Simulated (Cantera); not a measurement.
# Ammonia decomposition in nitride growth gas

A perfectly stirred reactor is fed with NH3 : N2 = 0.1 : 7.7 (molar parts), at 1.00 bar; it is held at 2125 K, and followed from long to short residence time.

Model: the gas-phase N/H chemistry of the illustrative SiF4/NH3 mechanism in the Surface Chemkin manual (1991), integrated in Cantera. Walls and surfaces, which speed up NH3 decomposition in real reactors, are not modelled.

| τ (s) | x NH3 | x N2 | x NH2 | x H2 | x H | x NH |
|---|---|---|---|---|---|---|
| 8.6 | 1.31e-5 | 0.981 | 9.38e-7 | 0.0187 | 0.000448 | 6.14e-7 |
| 2.7 | 3.71e-5 | 0.981 | 2.10e-6 | 0.0187 | 0.000354 | 1.08e-6 |
| 0.84 | 0.000156 | 0.981 | 5.63e-6 | 0.0186 | 0.000224 | 1.80e-6 |
| 0.26 | 0.000568 | 0.981 | 1.39e-5 | 0.0181 | 0.000147 | 2.90e-6 |
| 0.083 | 0.00165 | 0.982 | 3.01e-5 | 0.0165 | 0.000101 | 4.42e-6 |
| 0.026 | 0.00402 | 0.983 | 5.95e-5 | 0.0129 | 6.50e-5 | 6.18e-6 |
| 0.0081 | 0.00754 | 0.985 | 0.000103 | 0.00770 | 3.68e-5 | 7.30e-6 |
x: mole fraction; the columns are a selection and need not sum to one.
